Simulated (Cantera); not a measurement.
# SiCl4 + H2 + N2 (silicon epitaxy and polysilicon growth)

A closed system holds: 1 mol SiCl4, 66 mol H2, 0.038 mol N2, at 7.50 Torr.

Cantera equilibrium calculation (NASA polynomials, part measured and part estimated; ideal gas, pure solids and liquids). Candidate condensed phases: NH4Cl, Si, Si3N4; 28 gas species. N2 is the only nitrogen source here; it is nearly inert below about 1500 K, so the nitride shown seldom forms there in practice. Mutual solubility and eutectic melting of coexisting phases are not modelled. The tables' values for SiCl3, SiCl are old estimates; treat these amounts as uncertain. Kinetics and transport are ignored.

From 1125 K to 1350 K the condensed part is Si(s) + Si3N4(s). From 1425 K to 1650 K the condensed part is Si(s). The main Si-bearing gas is SiCl2 throughout. The share of Si in condensed phases is highest at 1275 K (57.1 %) and lowest at 1650 K (49.7 %).

```tsv
T (K)	x H2	x HCl	x SiCl2	x SiCl4	x SiHCl3	x H	x SiCl3	x N2	n Si(s)	n Si3N4(s)
1125	0.955	0.0376	0.00314	0.00239	0.00105	4.34e-7	0.000780	2.38e-7	0.441	0.0190
1200	0.950	0.0437	0.00474	0.000675	0.000400	1.92e-6	0.000604	2.85e-6	0.506	0.0189
1275	0.948	0.0454	0.00564	0.000153	0.000129	7.18e-6	0.000365	2.54e-5	0.517	0.0181
1350	0.948	0.0456	0.00616	3.60e-5	4.29e-5	2.32e-5	0.000211	0.000177	0.522	0.0130
1425	0.947	0.0453	0.00653	9.54e-6	1.56e-5	6.64e-5	0.000126	0.000559	0.545	0
1500	0.947	0.0449	0.00682	2.86e-6	6.25e-6	0.000171	7.83e-5	0.000558	0.529	0
1575	0.947	0.0444	0.00707	9.56e-7	2.72e-6	0.000405	5.08e-5	0.000558	0.514	0
1650	0.947	0.0440	0.00728	3.53e-7	1.28e-6	0.000884	3.42e-5	0.000558	0.497	0
```
x: gas mole fraction; n: condensed amount in mol.
